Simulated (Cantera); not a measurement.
An isothermal, constant-pressure homogeneous reactor starts with 87.7 % N₂O, 12.3 % N₂, at 1198 K and 1.00 atm.

Detailed kinetics in Cantera: GRI-Mech 3.0 (53 species, 325 reactions). GRI-Mech 3.0 was tuned for natural gas; its chemistry of N2O as a main component is partial and can be far from experiment. The mechanism lacks the step 2 NO + O2 → 2 NO2, which can matter for NO2 below about 1400 K. The temperature is held fixed by assumption; the heat of reaction is taken as removed at once.

x: mole fraction; the columns are a selection and need not sum to one.

| t (s) | x N₂O | x O | x O₂ | x N₂ | x NO |
|---|---|---|---|---|---|
| 7.00e-6 | 0.877 | … | 5.90e-7 | 0.123 | 1.37e-7 |
| 2.39e-5 | 0.877 | 1.62e-6 | 3.86e-6 | 0.123 | 8.97e-7 |
| 8.13e-5 | 0.877 | 1.67e-6 | 1.66e-5 | 0.123 | 3.86e-6 |
| 0.000277 | 0.877 | 1.67e-6 | 6.02e-5 | 0.123 | 1.40e-5 |
| 0.000945 | 0.877 | 1.67e-6 | 0.000209 | 0.123 | 4.85e-5 |
| 0.00322 | 0.875 | 1.67e-6 | 0.000714 | 0.124 | 0.000166 |
| 0.0110 | 0.869 | 1.67e-6 | 0.00243 | 0.128 | 0.000562 |
| 0.0374 | 0.851 | 1.65e-6 | 0.00814 | 0.139 | 0.00187 |
| 0.128 | 0.793 | 1.60e-6 | 0.0263 | 0.175 | 0.00600 |
| 0.435 | 0.633 | … | 0.0764 | 0.274 | 0.0169 |
| 1.48 | 0.335 | … | 0.171 | 0.459 | 0.0349 |
| 5.05 | 0.0734 | … | 0.256 | 0.625 | 0.0448 |
| 17.2 | 0.00180 | … | 0.281 | 0.672 | 0.0446 |
| 58.7 | 5.16e-7 | 1.28e-8 | 0.282 | 0.673 | 0.0444 |
| 200 | 5.02e-7 | 1.28e-8 | 0.282 | 0.673 | 0.0444 |

Task: What belongs in the gaps?

Result: 
- 7.00e-6, x O: 1.08e-6
- 0.435, x O: 1.45e-6
- 1.48, x O: 1.04e-6
- 5.05, x O: 3.69e-7
- 17.2, x O: 2.25e-8
